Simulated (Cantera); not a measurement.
Input: 1 mol AlN, 0.011 mol Cl₂, equilibrated at 1023 K and 0.0100 bar.

Method: chemical equilibrium by Gibbs-energy minimisation in Cantera with the NASA 1993 tables (ideal gas, pure condensed phases). Candidate condensed phases: Al, AlCl₃, AlN; 11 gas species. The tables' values for AlCl₂ are old estimates; treat these amounts as uncertain. Rates play no part.

Base state: AlCl₃ 0.666, N₂ 0.333, Al₂Cl₆ 0.000324, AlCl₂ 2.09e-5 (mole fractions); condensed: AlN(s).

Problem. What changes in the equilibrium state with this change: AlN replaced by Al₂O₃?

Solution. 
```tsv
species	before	after
Cl₂	<1e-9	0.994
Cl	1.25e-8	0.00542
AlCl₃	0.666	0.000132
N₂	0.333	0
Al₂Cl₆	0.000324	<1e-9
O₂	0	9.87e-5
AlCl₂	2.09e-5	<1e-9
AlN(s), mol	0.993	0
Al₂O₃(s), mol	0	1.000
```
Further candidate phases: Al₂O₃.
